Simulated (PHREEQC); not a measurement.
Na2CO3 is added in steps, without added water, to 1 kg of water holding 0.0002 mol LiF and 0.012 mol CuCl2, at 25 °C. Oxygen is held at 0.21 atm. No CO2 enters from the air. Only these solids could form: Tenorite, Malachite, Atacamite, Halite, Nahcolite, Natron, CuF2:2H2O.

Base run: PHREEQC, ion-association model, wateq4f.dat. Each further column changes one thing. The table gives pH.

```tsv
Na2CO3 added (mol)	base	Debye-Hückel limiting law	metal-ligand complexes left out	all activity coefficients set to 1
0	4.49	4.57	4.48	…
0.0036	4.64	4.70	4.63	4.45
0.0063	4.76	4.80	4.75	4.66
0.0099	4.93	4.96	4.91	4.83
0.0135	6.11	6.10	6.11	…
0.0162	6.94	6.92	6.95	7.01
0.0198	8.19	8.16	8.20	8.26
0.0225	8.31	8.28	8.32	…
0.0261	8.88	8.82	9.03	…
0.0297	9.28	9.21	9.43	…
0.0324	9.44	9.35	9.59	9.56
0.036	9.57	9.48	9.73	9.70
```

### Question
What belongs in the gaps?

### Answer

- 0, all activity coefficients set to 1: 4.29
- 0.0135, all activity coefficients set to 1: 6.17
- 0.0225, all activity coefficients set to 1: 8.38
- 0.0261, all activity coefficients set to 1: 9.01
- 0.0297, all activity coefficients set to 1: 9.41

The database's constant for dissolved Cu(OH)2 is higher than later reviews accept.
